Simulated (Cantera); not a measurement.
## Transport properties of process gases

Gas mixture: 56.4 % C2H6, 43.6 % N2, at 0.000503 atm, frozen composition.

Cantera's kinetic-theory transport with the Lennard-Jones parameters of GRI-Mech 3.0, ideal gas; thermal conductivity in the multicomponent form. The composition is frozen, though it would react at the higher temperatures.

```tsv
T (K)	ρ (kg/m³)	cp (J/kg/K)	μ (µPa s)	λ (mW/m/K)	Pr	D (cm²/s) CH3	D (cm²/s) NO	D (cm²/s) C2H2
400	0.000447	1698	15.7	34.4	0.775	612	555	454
550	0.000325	2065	20.3	53.3	0.785	1080	968	807
700	0.000256	2382	24.3	73.3	0.789	1640	1460	1230
850	0.000211	2636	27.9	93.1	0.791	2280	2030	1730
1000	0.000179	2862	31.3	113	0.792	3010	2680	2280
1150	0.000156	3038	34.5	132	0.792	3810	3380	2900
1300	0.000138	3185	37.5	151	0.792	4680	4150	3560
1450	0.000123	3306	40.3	168	0.792	5620	4980	4280
1600	0.000112	3406	43.0	185	0.792	6630	5870	5050
```
D: mixture-averaged diffusion coefficient of that species in the mixture.
